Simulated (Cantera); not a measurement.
A freely propagating, adiabatic, planar premixed flame of H₂ : O₂ : N₂ : H₂O = 1 : 1 : 3.03 : 0.25 (molar parts), unburnt at 525 K and 1.01 bar; mixture-averaged transport, grid criteria slope 0.08 and curve 0.16, no radiation.

Computed with Cantera and the H2/O2 subset of GRI-Mech 3.0, which has no nitrogen chemistry. Burning velocities carry a grid error of a few per cent, more on coarse grids. Lean hydrogen flames are cellular in practice and burn faster than this planar one.

Task: Predict: laminar burning velocity; thermal thickness; peak x(H₂O₂); peak x(H); peak x(OH).

Result: 
```json
{
 "laminar_burning_velocity": "241 cm/s",
 "thermal_thickness": "0.358 mm",
 "peak x(H₂O₂)": "4.75e-5",
 "peak x(H)": "0.0102",
 "peak x(OH)": "0.00958"
}
```
